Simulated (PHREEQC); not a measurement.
Dissolve 0.0037 mol/kgw TMAH, 0.0051 mol/kgw K2SO4 and 0.0074 mol/kgw KH2PO4 at 25 °C. Closed to the air; pH follows from the charge balance.

Equilibrium calculation in PHREEQC: ion-association model, phreeqc.dat.

```tsv
quantity	before	after
pH	6.99	7.13
SO4-2 (mol/kgw)	0.00479	0.000505
KSO4- (mol/kgw)	0.000305	4.91e-6
```

Task: Name the change that produced these shifts.
(A) K2SO4 from 0.0051 to 0.00102 mol/kgw
(B) KH2PO4 from 0.0074 to 0.00666 mol/kgw
(C) diluted 5-fold with water
(D) diluted 10-fold with water

Result: D, diluted 10-fold with water

This is a speciation only: nothing precipitates in the calculation. (CH3)4N+ isn't in the database: it is added as a free cation with an ion size of 4 Å.
